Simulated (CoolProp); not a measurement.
Vapour-liquid equilibrium of CH2F2 (R32) (1) + R1234yf (2) at 238.8 K; x and y are mole fractions of (1).

The numbers come from the multi-fluid Helmholtz-energy mixture model, Tillner-Roth 1997 and Lemmon 2022; pair parameters Bell 2023 in CoolProp.

Question: Give the bubble pressure and the first vapour's composition at x = 0.05, 0.35, 0.8. Is there an azeotrope?

Answer: x = 0.05: 94.91 kPa, y = 0.180; x = 0.35: 161.6 kPa, y = 0.645; x = 0.8: 214.3 kPa, y = 0.878. No azeotrope shows between x = 0.05 and 0.95.

Pair parameters are fitted to limited data, so mixtures are less certain than the pure fluids.
